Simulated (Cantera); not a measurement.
Cantera run:

```python
import numpy as np
import cantera as ct

gas_names = """
    NH3 N H2O2 VO2
""".split()
cond_names = """
    V2O5(s) V2O5(L)
""".split()


# ... load() reads the species with a 1 bar reference pressure and builds the phases ...
species = {s.name: s for s in load("nasa_gas.yaml", gas_names) + load("nasa_condensed.yaml", cond_names)}
# Each term lists the table entries of one substance; the one whose range holds T is used.
reactions = {
    '2 NH3(g) + 6 V2O5 = 2 N(g) + 3 H2O2(g) + 12 VO2(g)':
        [(-2, ['NH3']), (-6, ['V2O5(s)', 'V2O5(L)']), (2, ['N']), (3, ['H2O2']), (12, ['VO2'])],
}


def pick(names, T):
    return next(species[n] for n in names if species[n].thermo.min_temp <= T <= species[n].thermo.max_temp)


results = []
for label, terms in reactions.items():
    print(label)
    print("     T/K   dH/kJ  dS/(J/K)   dG/kJ   log10 K")
    for T in [1323, 1523, 1723, 1923, 2123, 2323, 2523, 2723]:
        used = [(nu, pick(names, T)) for nu, names in terms]
        dH = sum(nu * s.thermo.h(T) for nu, s in used) / 1e6
        dS = sum(nu * s.thermo.s(T) for nu, s in used) / 1e3
        dG = dH - T * dS / 1e3
        logK = -dG * 1e6 / (ct.gas_constant * T * np.log(10))
        results.append((label, T, dH, dS, dG, logK, [s.name for _, s in used]))
        print(f"{T:8g} {dH:8.1f} {dS:8.1f} {dG:8.1f} {logK:8.2f}")
```

Output:

```
2 NH3(g) + 6 V2O5 = 2 N(g) + 3 H2O2(g) + 12 VO2(g)
     T/K   dH/kJ  dS/(J/K)   dG/kJ   log10 K
    1323   6447.1   2201.6   3534.4  -139.54
    1523   6378.1   2153.0   3099.1  -106.29
    1723   6310.1   2111.0   2672.8   -81.03
    1923   6242.8   2074.1   2254.4   -61.23
    2123   6175.9   2041.0   1842.9   -45.34
    2323   6109.4   2011.0   1437.8   -32.33
    2523   6043.1   1983.7   1038.3   -21.50
    2723   5977.0   1958.4    644.1   -12.36
```

Standard-state values (1 bar) from the NASA 1993 polynomials, evaluated with Cantera. Condensed species are held in their standard states even where they would react or evaporate.
